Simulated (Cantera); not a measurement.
## Thermodynamics of halide evaporation, hydrolysis and transport, feed BaCl₂ + H₂O + H₂

Charge: 1 mol BaCl₂, 0.88 mol H₂O, a varied amount of H₂, equilibrated at 1525 °C and 2.90 mbar.

Equilibrium computed with Cantera from the NASA thermochemical tables; the gas is ideal and each condensed phase is pure. Candidate condensed phases: Ba, BaCl₂, BaO, Ba(OH)₂, H₂O; 19 gas species. Kinetics and transport are ignored.

| n(H₂) (mol) | x H₂ | x BaCl₂ | x H₂O | x HCl | x H | x BaCl |
|---|---|---|---|---|---|---|
| 2.9 | 0.599 | 0.203 | 0.180 | 0.00758 | 0.00507 | 0.00327 |
| 4.5 | 0.697 | 0.151 | 0.135 | 0.00632 | 0.00547 | 0.00316 |
| 7 | 0.780 | 0.108 | 0.0971 | 0.00516 | 0.00578 | 0.00292 |
| 11 | 0.845 | 0.0739 | 0.0671 | 0.00415 | 0.00602 | 0.00258 |
| 17 | 0.892 | 0.0499 | 0.0458 | 0.00335 | 0.00618 | 0.00222 |
| 26 | 0.924 | 0.0334 | 0.0311 | 0.00271 | 0.00629 | 0.00188 |
| 41 | 0.948 | 0.0214 | 0.0202 | 0.00215 | 0.00637 | 0.00153 |
| 64 | 0.964 | 0.0136 | 0.0132 | 0.00172 | 0.00643 | 0.00123 |
| 100 | 0.974 | 0.00860 | 0.00852 | 0.00138 | 0.00646 | 0.000972 |
| 160 | 0.981 | 0.00523 | 0.00537 | 0.00109 | 0.00648 | 0.000749 |
| 240 | 0.985 | 0.00337 | 0.00359 | 0.000895 | 0.00650 | 0.000591 |
x: gas mole fraction; nothing condenses.

From 2.9 mol H₂ to 240 mol H₂ nothing is condensed. The main Ba-bearing gas is BaCl₂ throughout.
